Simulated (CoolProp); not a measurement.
Model: reference Helmholtz-energy equation of state, Thol 2017, in CoolProp.

Q: For decamethyltetrasiloxane (MD2M), give the phase and the cp (kJ/(kg K)), speed of sound (m/s), isothermal compressibility (1/MPa), expansivity (1/kK) at 434.5 K and 0.101 MPa; 554.3 K and 0.101 MPa.

A: 
- 434.5 K and 0.101 MPa: liquid; cp 2.04, speed of sound 524, isothermal compressibility 0.00594, expansivity 1.63
- 554.3 K and 0.101 MPa: gas; cp 1.97, speed of sound 118, isothermal compressibility 10.3, expansivity 2.08
